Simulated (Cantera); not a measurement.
A closed system holds: 1 mol SiH₂Cl₂, 5.1 mol H₂, equilibrated at 927 °C and 75.0 Torr.

Method: chemical equilibrium by Gibbs-energy minimisation in Cantera with the NASA 1993 tables (ideal gas, pure condensed phases). Candidate condensed phases: Si; 19 gas species. The tables' values for SiCl₃ are old estimates; treat these amounts as uncertain. Rates play no part.

Base state: H₂ 0.867, HCl 0.0638, SiCl₄ 0.0370, SiHCl₃ 0.0137, SiCl₂ 0.0111, SiCl₃ 0.00685, SiH₂Cl₂ 0.000662 (mole fractions); condensed: Si(s).

What changes in the equilibrium state with this change: SiH₂Cl₂ replaced by SiH₄?


| species | before | after |
|---|---|---|
| H₂ | 0.867 | 1.000 |
| HCl | 0.0638 | 0 |
| SiCl₄ | 0.0370 | 0 |
| SiHCl₃ | 0.0137 | 0 |
| SiCl₂ | 0.0111 | 0 |
| SiCl₃ | 0.00685 | 0 |
| SiH₂Cl₂ | 0.000662 | 0 |
| Si(s), mol | 0.533 | 1.000 |
